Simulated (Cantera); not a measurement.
An adiabatic, constant-volume homogeneous reactor starts with H2 : O2 : N2 = 1 : 0.238 : 0.895 (molar parts), equivalence ratio 2.1, at 1023 K and 5.00 bar. Integrator tolerance rtol = 1e-08.

Detailed kinetics in Cantera: GRI-Mech 3.0 (53 species, 325 reactions). The hydrogen kinetics of GRI-Mech 3.0 are dated; newer H2 mechanisms differ, most at raised pressure.

Task: What does this change do: pressure from 5.00 bar to 10.0 bar?

Result: 
```json
[
 {"quantity": "time of steepest temperature rise", "before": "4.22 ms", "after": "3.55 ms"},
 {"quantity": "temperature at 0.800 s", "before": "2870 K", "after": "2901 K"},
 {"quantity": "equilibrium temperature", "before": "2870 K", "after": "2901 K"},
 {"quantity": "x(H2) at 0.800 s", "before": "0.269 (gas-phase equilibrium 0.269)", "after": "0.271 (gas-phase equilibrium 0.271)"},
 {"quantity": "x(O2) at 0.800 s", "before": "5.33e-5 (gas-phase equilibrium 5.33e-5)", "after": "3.31e-5 (gas-phase equilibrium 3.31e-5)"},
 {"quantity": "x(HO2) at 0.800 s", "before": "1.96e-7 (gas-phase equilibrium 1.96e-7)", "after": "1.74e-7 (gas-phase equilibrium 1.74e-7)"},
 {"quantity": "x(OH) at 0.800 s", "before": "0.00415 (gas-phase equilibrium 0.00415)", "after": "0.00333 (gas-phase equilibrium 0.00333)"},
 {"quantity": "x(NO) at 0.800 s", "before": "0.000499 (gas-phase equilibrium 0.000499)", "after": "0.000410 (gas-phase equilibrium 0.000410)"}
]
```

Task: What does this change do: pressure from 5.00 bar to 12.0 bar?

Result: 
```csv
quantity,before,after
time of steepest temperature rise,4.22 ms,3.27 ms
temperature at 0.800 s,2870 K,2909 K
equilibrium temperature,2870 K,2909 K
x(H2) at 0.800 s,0.269 (gas-phase equilibrium 0.269),0.271 (gas-phase equilibrium 0.271)
x(O2) at 0.800 s,5.33e-5 (gas-phase equilibrium 5.33e-5),2.90e-5 (gas-phase equilibrium 2.90e-5)
x(HO2) at 0.800 s,1.96e-7 (gas-phase equilibrium 1.96e-7),1.68e-7 (gas-phase equilibrium 1.68e-7)
x(OH) at 0.800 s,0.00415 (gas-phase equilibrium 0.00415),0.00314 (gas-phase equilibrium 0.00314)
x(NO) at 0.800 s,0.000499 (gas-phase equilibrium 0.000499),0.000388 (gas-phase equilibrium 0.000388)
```
The pressure lies above the range GRI-Mech 3.0 was tuned for (to about 10 atm).
